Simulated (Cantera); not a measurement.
# CH3Cl + H2 (fluorocarbon and chlorocarbon gases)

Charge: 1 mol CH3Cl, 0.63 mol H2, held at 850 K and 0.00910 bar.

Method: chemical equilibrium by Gibbs-energy minimisation in Cantera with the NASA 1993 tables (ideal gas, pure condensed phases). Candidate condensed phases: C, C6H6, C7H8, C8H18; 91 gas species. The numbers say what is thermodynamically allowed, not how fast it happens.

| Item | Result |
|---|---|
| x(H2) | 0.617 |
| x(HCl) | 0.381 |
| x(CH4) | 0.00215 |
| n(C(graphite)) | 0.994 mol |
| gas amount | 2.624 mol |
